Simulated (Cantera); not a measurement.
**Thermodynamics of silicon carbide growth, feed SiH₄ + C₂H₂ + H₂**

A closed system holds: 1 mol SiH₄, 0.16 mol C₂H₂, 8.3 mol H₂, equilibrated at 13.3 mbar.

Cantera equilibrium calculation (NASA polynomials, part measured and part estimated; ideal gas, pure solids and liquids). Candidate condensed phases: C, C₆H₆, C₇H₈, C₈H₁₈, Si, SiC; 87 gas species. Mutual solubility and eutectic melting of coexisting phases are not modelled. Gases not in the tables: Si₂H₆ and higher silanes. Equilibrium is a limit: real reactors are often held back by kinetics, nucleation or transport.

From 1250 °C to 1400 °C the condensed part is Si(s) + SiC(s). From 1450 °C to 1850 °C the condensed part is Si(l) + SiC(s). The main Si-bearing gas is SiH₂ at 1250 °C and Si at 1850 °C.

| T (°C) | x H₂ | x H | x Si | x SiH | x Si₂C | x SiH₂ | x Si₂ | x Si₃ | n Si(s) | n SiC(s) | n Si(l) |
|---|---|---|---|---|---|---|---|---|---|---|---|
| 1250 | 1.000 | 0.000200 | 1.35e-6 | 4.56e-7 | 2.46e-9 | 2.00e-6 | 2.03e-9 | 3.86e-10 | 0.680 | 0.320 | 0 |
| 1300 | 1.000 | 0.000352 | 4.12e-6 | 1.15e-6 | 1.08e-8 | 3.67e-6 | 8.66e-9 | 1.81e-9 | 0.680 | 0.320 | 0 |
| 1350 | 0.999 | 0.000598 | 1.17e-5 | 2.72e-6 | 4.35e-8 | 6.46e-6 | 3.37e-8 | 7.67e-9 | 0.680 | 0.320 | 0 |
| 1400 | 0.999 | 0.000986 | 3.13e-5 | 6.11e-6 | 1.60e-7 | 1.10e-5 | 1.21e-7 | 2.98e-8 | 0.679 | 0.320 | 0 |
| 1450 | 0.998 | 0.00158 | 7.38e-5 | 1.22e-5 | 5.10e-7 | 1.70e-5 | 3.49e-7 | 8.68e-8 | 0 | 0.320 | 0.679 |
| 1500 | 0.997 | 0.00246 | 0.000160 | 2.27e-5 | 1.47e-6 | 2.46e-5 | 8.89e-7 | 2.15e-7 | 0 | 0.320 | 0.678 |
| 1550 | 0.996 | 0.00374 | 0.000332 | 4.08e-5 | 3.97e-6 | 3.50e-5 | 2.15e-6 | 5.04e-7 | 0 | 0.320 | 0.676 |
| 1600 | 0.994 | 0.00557 | 0.000661 | 7.09e-5 | 1.02e-5 | 4.87e-5 | 4.94e-6 | 1.13e-6 | 0 | 0.320 | 0.672 |
| 1650 | 0.990 | 0.00812 | 0.00127 | 0.000120 | 2.48e-5 | 6.67e-5 | 1.09e-5 | 2.42e-6 | 0 | 0.320 | 0.664 |
| 1700 | 0.986 | 0.0116 | 0.00237 | 0.000196 | 5.78e-5 | 8.96e-5 | 2.30e-5 | 4.99e-6 | 0 | 0.319 | 0.651 |
| 1750 | 0.979 | 0.0163 | 0.00427 | 0.000314 | 0.000129 | 0.000118 | 4.67e-5 | 9.91e-6 | 0 | 0.319 | 0.628 |
| 1800 | 0.969 | 0.0224 | 0.00748 | 0.000489 | 0.000276 | 0.000154 | 9.18e-5 | 1.90e-5 | 0 | 0.317 | 0.588 |
| 1850 | 0.955 | 0.0304 | 0.0128 | 0.000744 | 0.000569 | 0.000196 | 0.000175 | 3.53e-5 | 0 | 0.313 | 0.522 |
x: gas mole fraction; n: condensed amount in mol.
